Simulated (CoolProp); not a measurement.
Computed with CoolProp (reference Helmholtz-energy equation of state, Lemmon 2022).

For R1234yf, give the phase and the Z, cv (kJ/(kg K)), Joule-Thomson coefficient (K/MPa), expansivity (1/kK) at -99.45 °C and 4.19 MPa; 69.35 °C and 4.19 MPa.


- -99.45 °C and 4.19 MPa: liquid; Z 0.228, cv 0.744, Joule-Thomson coefficient -0.442, expansivity 1.69
- 69.35 °C and 4.19 MPa: liquid; Z 0.179, cv 0.994, Joule-Thomson coefficient 0.605, expansivity 5.56
